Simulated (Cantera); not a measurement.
A closed system holds: 1 mol Si2Cl6, a varied amount of H2, at 1400 °C and 0.0220 bar.

Cantera equilibrium calculation (NASA polynomials, part measured and part estimated; ideal gas, pure solids and liquids). Candidate condensed phases: Si; 19 gas species. The feed counts by its element totals alone. The tables' values for SiCl3, SiCl are old estimates; treat these amounts as uncertain. Gases not in the tables: Si2H6 and higher silanes. Equilibrium is a limit: real reactors are often held back by kinetics, nucleation or transport.

x: gas mole fraction; n: condensed amount in mol.

```json
[
 {"n(H2) (mol)": "95", "x H2": "0.946", "x HCl": "0.0453", "x SiCl2": "0.00783", "x H": "0.000748", "n Si(s)": "1.22"},
 {"n(H2) (mol)": "170", "x H2": "0.968", "x HCl": "0.0285", "x SiCl2": "0.00303", "x H": "0.000756", "n Si(s)": "1.46"},
 {"n(H2) (mol)": "250", "x H2": "0.977", "x HCl": "0.0206", "x SiCl2": "0.00156", "x H": "0.000760", "n Si(s)": "1.59"},
 {"n(H2) (mol)": "330", "x H2": "0.982", "x HCl": "___", "x SiCl2": "___", "x H": "0.000762", "n Si(s)": "1.67"},
 {"n(H2) (mol)": "410", "x H2": "0.985", "x HCl": "0.0132", "x SiCl2": "0.000640", "x H": "0.000763", "n Si(s)": "1.72"},
 {"n(H2) (mol)": "490", "x H2": "0.987", "x HCl": "0.0112", "x SiCl2": "0.000460", "x H": "0.000764", "n Si(s)": "1.75"},
 {"n(H2) (mol)": "570", "x H2": "0.989", "x HCl": "___", "x SiCl2": "___", "x H": "0.000765", "n Si(s)": "1.78"},
 {"n(H2) (mol)": "650", "x H2": "0.990", "x HCl": "0.00863", "x SiCl2": "0.000271", "x H": "0.000765", "n Si(s)": "1.80"},
 {"n(H2) (mol)": "730", "x H2": "0.991", "x HCl": "0.00774", "x SiCl2": "0.000218", "x H": "0.000766", "n Si(s)": "1.81"},
 {"n(H2) (mol)": "810", "x H2": "0.992", "x HCl": "0.00701", "x SiCl2": "0.000179", "x H": "0.000766", "n Si(s)": "1.82"}
]
```

### Question
Fill in the missing entries.

### Answer

- 570, x HCl: 0.00976
- 570, x SiCl2: 0.000347
- 330, x HCl: 0.0161
- 330, x SiCl2: 0.000949
